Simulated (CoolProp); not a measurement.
Vapour-liquid equilibrium of carbon dioxide (1) + R123 (2) at 280.9 K; x and y are mole fractions of (1).

Values from CoolProp's multi-fluid Helmholtz-energy mixture model, Span 1996 and Younglove 1994; pair parameters Bell 2016.

```json
[
 {"x": "0.05", "bubble pressure (MPa)": "0.1887", "y at the bubble point": "0.757", "dew pressure at overall composition x (MPa)": "0.04842", "liquid density (mol/L)": "10.18"},
 {"x": "0.2", "bubble pressure (MPa)": "0.6058", "y at the bubble point": "0.927", "dew pressure at overall composition x (MPa)": "0.05755", "liquid density (mol/L)": "11.27"},
 {"x": "0.35", "bubble pressure (MPa)": "1.061", "y at the bubble point": "0.961", "dew pressure at overall composition x (MPa)": "0.07085", "liquid density (mol/L)": "12.56"},
 {"x": "0.5", "bubble pressure (MPa)": "1.602", "y at the bubble point": "0.977", "dew pressure at overall composition x (MPa)": "0.09206", "liquid density (mol/L)": "14.07"},
 {"x": "0.65", "bubble pressure (MPa)": "2.257", "y at the bubble point": "0.986", "dew pressure at overall composition x (MPa)": "0.1313", "liquid density (mol/L)": "15.85"},
 {"x": "0.8", "bubble pressure (MPa)": "3.030", "y at the bubble point": "0.993", "dew pressure at overall composition x (MPa)": "0.2283", "liquid density (mol/L)": "17.87"},
 {"x": "0.95", "bubble pressure (MPa)": "3.915", "y at the bubble point": "0.998", "dew pressure at overall composition x (MPa)": "0.8511", "liquid density (mol/L)": "19.72"}
]
```

No azeotrope shows between x = 0.05 and 0.95.

The pair parameters rest on a limited set of measurements; away from them the model extrapolates.
